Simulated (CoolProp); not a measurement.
Saturated liquid density (kg/m³) of the fluoroketone C6F12O (FK-5-1-12): the reference equation beside estimates from Tc = 441.8 K, pc = 1.869 MPa, ω = 0.471.

Model: reference Helmholtz-energy equation of state, McLinden 2015, in CoolProp.

```tsv
T (K)	reference	van der Waals	Soave-Redlich-Kwong
248.8	1743	1015	1581
266.7	1694	988.7	1543
284.7	1642	960.1	1499
302.7	1588	929.6	1451
320.6	1532	896.8	1397
338.6	1472	861.0	1334
356.6	1406	821.6	1263
374.6	1333	777.4	1180
392.5	1249	726.8	1081
```

Absolute difference from the reference over all 9 rows, mean and median: van der Waals 41.6 and 41.6 %, Soave-Redlich-Kwong 9.9 and 9.3 %.
